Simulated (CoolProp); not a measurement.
The fluid at 298.01 K and 1.11 MPa expands adiabatically to 0.548 MPa with isentropic efficiency 0.85. The same conditions are run with several fluids, on thermodynamics alone (safety and materials aside).

Computed with CoolProp (reference Helmholtz-energy equation of state of each fluid (R1132(E): Akasaka 2024; hydrogen chloride: Thol 2018; C2F6 (R116): Lemmon 2006; oxygen: Schmidt 1985; ethane: Bücker 2006)).

### Question
Rank R1132(E), hydrogen chloride, C2F6 (R116), oxygen, ethane by work (kJ/kg), highest first.

### Answer
ethane (43.0), oxygen (41.7), hydrogen chloride (34.5), R1132(E) (19.3), C2F6 (R116) (9.38)

```tsv
fluid	final temperature (K)	final density (kg/m³)
R1132(E)	268.8	17.4
hydrogen chloride	250.7	10.2
C2F6 (R116)	280.8	35.0
oxygen	251.4	8.45
ethane	267.0	7.90
```
